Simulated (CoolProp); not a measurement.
Dimethyl carbonate along the isotherm 326.85 °C: fugacity coefficient from the reference equation and from simpler models built on Tc = 283.9 °C, pc = 49.09 bar, ω = 0.346; each cubic takes its own stable root.

Computed with CoolProp (reference Helmholtz-energy equation of state, Zhou 2011).

| p (bar) | phase | reference | van der Waals | Redlich-Kwong | Soave-Redlich-Kwong |
|---|---|---|---|---|---|
| 1.55 | gas | 0.9915 | 0.9922 | 0.9913 | 0.9918 |
| 2.42 | gas | 0.9867 | 0.9878 | 0.9865 | 0.9872 |
| 3.76 | gas | 0.9794 | 0.9811 | 0.9791 | 0.9801 |
| 5.86 | gas | 0.9680 | 0.9705 | 0.9675 | 0.9691 |
| 9.12 | gas | 0.9504 | 0.9542 | 0.9496 | 0.9522 |
| 14.2 | gas | 0.9234 | 0.9289 | 0.9220 | 0.9260 |
| 22.1 | gas | 0.8819 | 0.8896 | 0.8797 | 0.8860 |
| 34.4 | gas | 0.8187 | 0.8285 | 0.8151 | 0.8250 |
| 53.6 | supercritical | 0.7222 | 0.7308 | 0.7161 | 0.7325 |
| 83.5 | supercritical | 0.5807 | 0.5768 | 0.5692 | 0.5979 |
| 130 | supercritical | 0.4437 | 0.4561 | 0.4400 | 0.4694 |
| 202 | supercritical | 0.3540 | 0.3888 | 0.3582 | 0.3857 |
| 315 | supercritical | 0.3064 | 0.3724 | 0.3175 | 0.3446 |
| 491 | supercritical | 0.3012 | 0.4261 | 0.3208 | 0.3504 |
